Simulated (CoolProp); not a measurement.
Saturated liquid density (kg/m³) of dimethyl carbonate: the reference equation beside estimates from Tc = 557.0 K, pc = 4909 kPa, ω = 0.346. Rackett uses Z = 0.29056 − 0.08775 ω.

Computed with CoolProp (reference Helmholtz-energy equation of state, Zhou 2011).

```
T (K)  reference  Rackett  Redlich-Kwong  Peng-Robinson
-----  ---------  -------  -------------  -------------
415.7      895.0    911.4          749.0          901.5
428.1      874.8    890.2          727.6          878.3
440.4      854.0    868.2          705.2          853.4
452.8      832.0    844.9          681.3          826.2
465.2      808.9    820.2          655.7          796.5
477.5      784.6    794.0          628.6          764.1
489.9      758.1    765.6          599.0          727.9
502.3      728.9    734.3          566.5          687.3
514.6      696.0    699.4          530.7          641.3
527        656.3    658.2          489.3          586.8
```

Absolute difference from the reference over all 10 rows, mean and median: Rackett 1.2 and 1.3 %, Redlich-Kwong 20.0 and 19.4 %, Peng-Robinson 3.4 and 2.1 %.
